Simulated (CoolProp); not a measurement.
Vapour-liquid equilibrium of R1234ze(E) (1) + R227EA (2) at 5.75 °C; x and y are mole fractions of (1).

Computed with CoolProp (multi-fluid Helmholtz-energy mixture model, Thol 2016 and Lemmon 2016; pair parameters Bell 2023).

```
x      bubble pressure (MPa)  y at the bubble point  dew pressure at overall composition x (MPa)  liquid density (mol/L)
-----  ---------------------  ---------------------  -------------------------------------------  ----------------------
0.05                  0.2431                  0.058                                       0.2428                   8.697
0.125                 0.2462                  0.141                                       0.2456                   8.826
0.2                   0.2492                  0.222                                       0.2484                   8.959
0.275                 0.2519                  0.301                                       0.2510                   9.097
0.35                  0.2545                  0.377                                       0.2536                   9.239
0.425                 0.2569                  0.451                                       0.2560                   9.386
0.5                   0.2590                  0.524                                       0.2583                   9.539
0.575                 0.2608                  0.595                                       0.2603                   9.698
0.65                  0.2625                  0.666                                       0.2621                   9.862
0.725                 0.2638                  0.736                                       0.2636                   10.03
0.8                   0.2649                  0.807                                       0.2648                   10.21
0.875                 0.2657                  0.878                                       0.2656                   10.40
0.95                  0.2661                  0.951                                       0.2661                   10.59
```

No azeotrope shows between x = 0.05 and 0.95.

The pair parameters rest on a limited set of measurements; away from them the model extrapolates.
